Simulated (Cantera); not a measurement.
Charge: 1 mol MgCl₂, 0.096 mol H₂O, 200 mol N₂, at 2173 K and 910 Pa.

Equilibrium computed with Cantera from the NASA thermochemical tables; the gas is ideal and each condensed phase is pure. Candidate condensed phases: H₂O, Mg, MgCl₂, MgO, Mg(OH)₂, NH₄Cl; 38 gas species. Kinetics and transport are ignored.

Base state: N₂ 0.987, Cl 0.00666, Mg 0.00358, MgCl₂ 0.00117, HCl 0.000689, H 0.000193, NO 0.000193, MgCl 0.000181 (mole fractions); condensed: gas only.

Q: What changes in the equilibrium state with this change: pressure from 910 Pa to 100000 Pa?

A: 
```json
[
 {"species": "N₂", "before": "0.987", "after": "0.994"},
 {"species": "MgCl₂", "before": "0.00117", "after": "0.00427"},
 {"species": "HCl", "before": "0.000689", "after": "0.000810"},
 {"species": "Cl", "before": "0.00666", "after": "0.000502"},
 {"species": "Mg", "before": "0.00358", "after": "0.000191"},
 {"species": "O", "before": "0.000158", "after": "1.68e-6"},
 {"species": "O₂", "before": "4.41e-5", "after": "5.49e-7"},
 {"species": "NO", "before": "0.000193", "after": "2.15e-5"},
 {"species": "H", "before": "0.000193", "after": "2.74e-5"},
 {"species": "OH", "before": "1.70e-5", "after": "2.83e-6"},
 {"species": "MgO(s), mol", "before": "0", "after": "0.0854"}
]
```
